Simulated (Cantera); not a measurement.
An adiabatic, constant-volume homogeneous reactor starts with C3H8 : O2 : N2 = 1 : 3.57 : 32 (molar parts), equivalence ratio 1.4, at 1448 K and 1730 Torr.

Model: GRI-Mech 3.0 (53 species, 325 reactions), integrated in Cantera. GRI-Mech 3.0 was tuned for natural gas; its chemistry of propane as a main component is partial and can be far from experiment.

### Question
Predict: time of steepest temperature rise; temperature at 0.600 s; equilibrium temperature; x(O2) at 0.600 s; x(HO2) at 0.600 s; x(H2) at 0.600 s.

### Answer
- time of steepest temperature rise = 0.140 ms
- temperature at 0.600 s = 2546 K
- equilibrium temperature = 2546 K
- x(O2) at 0.600 s = 0.000138 (gas-phase equilibrium 0.000138)
- x(HO2) at 0.600 s = 8.35e-8 (gas-phase equilibrium 8.35e-8)
- x(H2) at 0.600 s = 0.0234 (gas-phase equilibrium 0.0234)
